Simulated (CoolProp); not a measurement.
Values from CoolProp's reference Helmholtz-energy equation of state, Span 2000.

Question: For nitrogen, give the phase and the cv (kJ/(kg K)), viscosity (µPa s), conductivity (mW/(m K)) at -139.05 °C and 0.236 bar; -139.05 °C and 2.36 bar.

Answer: 
- -139.05 °C and 0.236 bar: gas; cv 0.743, viscosity 9.09, conductivity 12.5
- -139.05 °C and 2.36 bar: gas; cv 0.749, viscosity 9.17, conductivity 12.7

Viscosity comes from a separate model (Lemmon 2004). Thermal conductivity comes from a separate model (Lemmon 2004).
